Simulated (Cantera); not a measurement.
# Premixed flame

A freely propagating, adiabatic, planar premixed flame of 53.2 % H2, 9.84 % O2, 37.0 % N2, unburnt at 648 K and 101000 Pa; mixture-averaged transport, grid criteria slope 0.08 and curve 0.16, no radiation.

Computed with Cantera and the H2/O2 subset of GRI-Mech 3.0, which has no nitrogen chemistry. Burning velocities carry a grid error of a few per cent, more on coarse grids.

```csv
z (mm),T (K),u (m/s),x H2,x O2,x H,x OH,x O,x H2O
-1.46,648,9.50,0.532,0.0984,<1e-8,<1e-8,<1e-8,<1e-8
-0.973,648,9.50,0.532,0.0984,<1e-8,<1e-8,<1e-8,<1e-8
-0.730,648,9.50,0.532,0.0984,<1e-8,<1e-8,<1e-8,<1e-8
-0.486,648,9.50,0.532,0.0984,6.20e-7,<1e-8,<1e-8,3.98e-7
-0.243,679,9.91,0.527,0.0979,0.000669,7.72e-5,1.96e-5,0.00175
-0.122,874,12.5,0.497,0.0916,0.0104,0.000413,0.000313,0.0202
0,1228,17.1,0.405,0.0561,0.0506,0.00151,0.00216,0.0961
0.122,1464,20.3,0.330,0.0129,0.0822,0.00212,0.00160,0.180
0.243,1563,21.6,0.317,0.00209,0.0838,0.00205,0.000657,0.202
0.486,1659,22.8,0.321,0.000211,0.0733,0.00219,0.000414,0.207
0.973,1763,24.0,0.331,8.74e-5,0.0586,0.00223,0.000310,0.209
1.95,1865,25.2,0.341,5.44e-5,0.0436,0.00205,0.000199,0.211
3.89,1954,26.2,0.350,2.87e-5,0.0302,0.00168,0.000107,0.213
```
x: mole fraction of selected species; z is measured from the peak of heat release.

| Quantity | Result |
|---|---|
| laminar burning velocity | 950 cm/s |
| thermal thickness | 0.486 mm |
| peak x(H) | 0.0849 |
| peak x(OH) | 0.00224 |
| peak x(O) | 0.00241 |
| grid points | 146 |
